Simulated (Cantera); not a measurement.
Ammonia decomposition in nitride growth gas

An isothermal, constant-pressure homogeneous reactor starts with NH₃ : H₂ = 1 : 0.1 (molar parts), at 1700 K and 128 Torr.

Cantera simulation using the gas-phase N/H chemistry of the illustrative SiF4/NH3 mechanism in the Surface Chemkin manual (1991); the numbers are that mechanism's predictions, not measurements. Walls and surfaces, which speed up NH3 decomposition in real reactors, are not modelled.

```json
[
 {"t (s)": "3.00e-5", "x NH₃": "0.909", "x H₂": "0.0909", "x N₂H₂": "2.00e-11", "x H": "9.56e-8", "x N₂": "<1e-12"},
 {"t (s)": "9.53e-5", "x NH₃": "0.909", "x H₂": "0.0909", "x N₂H₂": "4.83e-10", "x H": "2.66e-7", "x N₂": "5.43e-11"},
 {"t (s)": "0.000302", "x NH₃": "0.909", "x H₂": "0.0909", "x N₂H₂": "8.17e-9", "x H": "8.07e-7", "x N₂": "8.28e-9"},
 {"t (s)": "0.000960", "x NH₃": "0.909", "x H₂": "0.0909", "x N₂H₂": "1.04e-7", "x H": "2.50e-6", "x N₂": "6.31e-7"},
 {"t (s)": "0.00305", "x NH₃": "0.909", "x H₂": "0.0911", "x N₂H₂": "9.58e-7", "x H": "6.88e-6", "x N₂": "2.64e-5"},
 {"t (s)": "0.00968", "x NH₃": "0.907", "x H₂": "0.0919", "x N₂H₂": "1.87e-6", "x H": "9.42e-6", "x N₂": "0.000325"},
 {"t (s)": "0.0307", "x NH₃": "0.903", "x H₂": "0.0950", "x N₂H₂": "1.87e-6", "x H": "9.76e-6", "x N₂": "0.00140"},
 {"t (s)": "0.0976", "x NH₃": "0.890", "x H₂": "0.104", "x N₂H₂": "1.82e-6", "x H": "1.08e-5", "x N₂": "0.00478"},
 {"t (s)": "0.310", "x NH₃": "0.851", "x H₂": "0.133", "x N₂H₂": "1.67e-6", "x H": "1.39e-5", "x N₂": "0.0150"},
 {"t (s)": "0.984", "x NH₃": "0.743", "x H₂": "0.213", "x N₂H₂": "1.32e-6", "x H": "2.32e-5", "x N₂": "0.0435"},
 {"t (s)": "3.12", "x NH₃": "0.508", "x H₂": "0.387", "x N₂H₂": "7.20e-7", "x H": "4.79e-5", "x N₂": "0.105"},
 {"t (s)": "9.92", "x NH₃": "0.207", "x H₂": "0.609", "x N₂H₂": "2.01e-7", "x H": "0.000101", "x N₂": "0.184"},
 {"t (s)": "31.5", "x NH₃": "0.0374", "x H₂": "0.734", "x N₂H₂": "1.87e-8", "x H": "0.000195", "x N₂": "0.228"},
 {"t (s)": "100", "x NH₃": "0.00404", "x H₂": "0.759", "x N₂H₂": "5.37e-10", "x H": "0.000294", "x N₂": "0.237"}
]
```
x: mole fraction; the columns are a selection and need not sum to one.

Equilibrium at this temperature and pressure: NH₃ 1.99e-6, H₂ 0.762, N₂H₂ <1e-12, H 0.000314, N₂ 0.238 (gas phase only).
